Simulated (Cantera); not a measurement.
Source: NASA polynomial tables (part measured, part estimated), evaluated in Cantera. Values are per mole of reaction as written; species without (g) are pure solids or liquids, kept so even where they would boil at 1 bar.

O₃(g) + 6 LiCl = 3 Cl₂(g) + 3 Li₂O

```csv
T (K),ΔH° (kJ),ΔS° (J/K),ΔG° (kJ),log10 K,condensed phases
300,…,…,…,…,"LiCl(s), Li₂O(s)"
1123,344.8,-23.2,370.8,-17.25,"LiCl(l), Li₂O(s)"
1173,…,…,…,…,"LiCl(l), Li₂O(s)"
1223,…,…,…,…,"LiCl(l), Li₂O(s)"
1273,338.5,-28.5,374.8,-15.38,"LiCl(l), Li₂O(s)"
1323,337.0,-29.7,376.2,-14.85,"LiCl(l), Li₂O(s)"
1373,335.7,-30.6,377.7,-14.37,"LiCl(l), Li₂O(s)"
1423,334.6,-31.4,379.3,-13.92,"LiCl(l), Li₂O(s)"
1473,333.8,-31.9,380.9,-13.51,"LiCl(l), Li₂O(s)"
1523,333.2,-32.3,382.5,-13.12,"LiCl(l), Li₂O(s)"
1573,332.8,-32.6,384.1,-12.75,"LiCl(l), Li₂O(s)"
1623,332.6,-32.7,385.7,-12.41,"LiCl(l), Li₂O(s)"
```

**Question.** What belongs in the gaps?

**Answer.** 
- 300, ΔH° (kJ): 511.5
- 300, ΔS° (J/K): 187.8
- 300, ΔG° (kJ): 455.2
- 300, log10 K: -79.25
- 1173, ΔH° (kJ): 342.4
- 1173, ΔS° (J/K): -25.3
- 1173, ΔG° (kJ): 372.1
- 1173, log10 K: -16.57
- 1223, ΔH° (kJ): 340.3
- 1223, ΔS° (J/K): -27.0
- 1223, ΔG° (kJ): 373.4
- 1223, log10 K: -15.95
